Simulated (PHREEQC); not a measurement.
## Brine

Make-up at 25 °C: 0.9 mol/kgw CaCl2, 0.04 mol/kgw BaCl2 and 1.9 mol/kgw MgCl2. Closed to the air; pH follows from the charge balance.

Equilibrium calculation in PHREEQC: Pitzer model, pitzer.dat.

Each row changes one thing in this solution. No solid was allowed to form.

```json
[
 {"case": "as made", "pH": "4.76", "MgOH+ (mol/kgw)": "1.56e-6", "SI of Bischofite (MgCl2:6H2O)": "-2.77", "SI of MgCl2_4H2O (MgCl2:4H2O)": "-4.91"},
 {"case": "MgCl2 from 1.9 to 2.09 mol/kgw", "pH": "4.62", "MgOH+ (mol/kgw)": "1.72e-6", "SI of Bischofite (MgCl2:6H2O)": "-2.56", "SI of MgCl2_4H2O (MgCl2:4H2O)": "___"},
 {"case": "BaCl2 replaced by HCl at the same molality", "pH": "0.35", "MgOH+ (mol/kgw)": "6.01e-11", "SI of Bischofite (MgCl2:6H2O)": "-2.76", "SI of MgCl2_4H2O (MgCl2:4H2O)": "-4.91"},
 {"case": "diluted 5-fold with water", "pH": "6.31", "MgOH+ (mol/kgw)": "3.75e-7", "SI of Bischofite (MgCl2:6H2O)": "-5.94", "SI of MgCl2_4H2O (MgCl2:4H2O)": "-8.30"},
 {"case": "temperature from 25 to 35 °C", "pH": "4.65", "MgOH+ (mol/kgw)": "2.28e-6", "SI of Bischofite (MgCl2:6H2O)": "___", "SI of MgCl2_4H2O (MgCl2:4H2O)": "-4.82"}
]
```

### Question
Complete the blanks.

### Answer

- MgCl2 from 1.9 to 2.09 mol/kgw, SI of MgCl2_4H2O (MgCl2:4H2O): -4.67
- temperature from 25 to 35 °C, SI of Bischofite (MgCl2:6H2O): -2.75

Species that the database lacks are ignored.
